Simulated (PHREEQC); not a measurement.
Consider water at 25 °C with 0.0055 mol NH3, 0.00014 mol H3BO3 and 0.00032 mol K3PO4 per kg of water. Closed to the air; pH follows from the charge balance.

The numbers come from PHREEQC with the ion-association model, phreeqc.dat.

### Question
The ionic strength comes out as 0.00153 mol/kgw. What activity coefficients do PO4-3, HPO4-2, NH4+, K+, H2BO3- get?

### Answer
PO4-3 0.67, HPO4-2 0.84, NH4+ 0.96, K+ 0.96, H2BO3- 0.96.

No solid was allowed to form. Species that the database lacks are ignored.
